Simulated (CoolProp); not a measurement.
Properties of carbon monoxide along the isotherm 237.5 K (Tc = 132.9 K, pc = 3.498 MPa, ω = 0.050).

Values from CoolProp's reference Helmholtz-energy equation of state, Lemmon 2006. It is a short technical equation, of lower accuracy than the large ones.

```tsv
p (MPa)	phase	Z	cp (kJ/(kg K))	speed of sound (m/s)	Joule-Thomson coefficient (K/MPa)	isothermal compressibility (1/MPa)	fugacity coefficient
0.0553	gas	0.9993	1.041	314.1	3.942	18.10	0.9993
0.105	gas	0.9986	1.043	314.1	3.935	9.537	0.9986
0.199	gas	0.9974	1.045	314.1	3.923	5.038	0.9974
0.377	gas	0.9950	1.051	314.0	3.900	2.666	0.9950
0.714	gas	0.9907	1.062	314.0	3.855	1.413	0.9907
1.35	gas	0.9829	1.083	314.0	3.769	0.7530	0.9826
2.57	gas	0.9689	1.125	314.8	3.594	0.4003	0.9678
4.87	supercritical	0.9466	1.209	318.2	3.237	0.2142	0.9425
9.23	supercritical	0.9213	1.371	332.3	2.507	0.1116	0.9032
17.5	supercritical	0.9408	1.563	385.1	1.279	0.04938	0.8597
```
